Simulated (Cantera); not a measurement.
## Equilibrium for calcination and drying: Na₂SO₄ + CO₂ + H₂O

A closed system holds: 1 mol Na₂SO₄, 1.4 mol CO₂, 8.4 mol H₂O, held at 1027 °C.

These are equilibrium values from Cantera (NASA tables, ideal gas, pure condensed phases), not measurements of a reactor. Candidate condensed phases: C, C₆H₆, C₇H₈, C₈H₁₈, H₂O, H₂SO₄, Na, NaOH, NaO₂, Na₂CO₃, Na₂O, Na₂O₂, Na₂S, Na₂SO₄, S; 131 gas species. Rates play no part.

| P (Pa) | x H₂O | x CO₂ | x NaOH | x SO₂ | x O₂ | x Na | x Na₂SO₄ | n Na₂SO₄(l) |
|---|---|---|---|---|---|---|---|---|
| 10 | 0.758 | 0.130 | 0.0391 | 0.0277 | 0.0179 | 0.0163 | 0.0116 | 0.575 |
| 52 | 0.830 | 0.139 | 0.0137 | 0.00796 | 0.00455 | 0.00223 | 0.00223 | 0.898 |
| 270 | 0.849 | 0.142 | 0.00445 | 0.00237 | 0.00127 | 0.000287 | 0.000430 | 0.972 |
| 1400 | 0.855 | 0.143 | 0.00140 | 0.000718 | 0.000384 | 3.53e-5 | 8.29e-5 | 0.992 |
| 7200 | 0.856 | 0.143 | 0.000434 | 0.000219 | 0.000124 | 4.24e-6 | 1.61e-5 | 0.998 |
| 37000 | 0.857 | 0.143 | 0.000132 | 6.63e-5 | 4.40e-5 | 4.91e-7 | 3.14e-6 | 0.999 |
| 190000 | 0.857 | 0.143 | 3.94e-5 | 1.97e-5 | 1.76e-5 | 5.40e-8 | 6.11e-7 | 1.000 |
| 1000000 | 0.857 | 0.143 | 1.13e-5 | 5.65e-6 | 7.90e-6 | 5.43e-9 | 1.16e-7 | 1.000 |
x: gas mole fraction; n: condensed amount in mol.

From 0.000100 bar to 10.0 bar the condensed part is Na₂SO₄(l). The main Na-bearing gas is NaOH throughout.
